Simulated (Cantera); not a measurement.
An isothermal, constant-pressure homogeneous reactor starts with 1.16 % CO, 1.75 % O2, 0.0427 % H2O, 97.0 % N2, at 1473 K and 1.00 bar.

Model: GRI-Mech 3.0 (53 species, 325 reactions), integrated in Cantera.

Q: Predict: x(CO) at 40.0 s; x(O2) at 40.0 s; x(H2O) at 40.0 s; x(NO2) at 40.0 s; x(O) at 40.0 s; x(OH) at 40.0 s; x(NO) at 40.0 s.

A: 
```json
{
  "x(CO) at 40.0 s": "3.53e-7 (gas-phase equilibrium 3.55e-7)",
  "x(O2) at 40.0 s": "0.0117 (gas-phase equilibrium 0.0116)",
  "x(H2O) at 40.0 s": "0.000429 (gas-phase equilibrium 0.000429)",
  "x(NO2) at 40.0 s": "1.15e-8 (gas-phase equilibrium 3.83e-7)",
  "x(O) at 40.0 s": "3.04e-7 (gas-phase equilibrium 3.02e-7)",
  "x(OH) at 40.0 s": "1.96e-6 (gas-phase equilibrium 1.96e-6)",
  "x(NO) at 40.0 s": "8.36e-6 (gas-phase equilibrium 0.000281)"
}
```
